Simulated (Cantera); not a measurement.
## Catalytic combustion on Pt

An isothermal plug-flow reactor at 875 K and 750 Torr (inlet), inlet velocity 0.42 m/s, active area per volume 780 1/m; feed H2 : O2 : N2 = 0.0046 : 0.12 : 0.79 (molar parts).

Model: Deutschmann's 1995 Pt surface mechanism with GRI-Mech 3.0 gas chemistry, integrated in Cantera. Catalytic surfaces can have several steady states; this one follows from the mechanism file's or the stated starting coverage. Mass transfer to the wall is taken as infinitely fast.

| z (m) | x H2 | x O2 | x H2O | θ free Pt | θ O* | θ OH* |
|---|---|---|---|---|---|---|
| 0.00015 | 0.00193 | 0.130 | 0.00310 | 0.0869 | 0.912 | 0.00132 |
| 0.0003 | 0.000848 | 0.129 | 0.00419 | 0.0799 | 0.919 | 0.00136 |
| 0.00057 | 0.000211 | 0.129 | 0.00483 | 0.0762 | 0.922 | 0.00138 |
| 0.0011 | 1.48e-5 | 0.129 | 0.00503 | 0.0751 | 0.924 | 0.00138 |
| 0.0021 | 1.01e-7 | 0.129 | 0.00504 | 0.0750 | 0.924 | 0.00138 |
| 0.0041 | 5.07e-12 | 0.129 | 0.00504 | 0.0750 | 0.924 | 0.00138 |
| 0.008 | <1e-12 | 0.129 | 0.00504 | 0.0750 | 0.924 | 0.00138 |
| 0.015 | <1e-12 | 0.129 | 0.00504 | 0.0750 | 0.924 | 0.00138 |
x: gas mole fraction; θ: surface coverage.
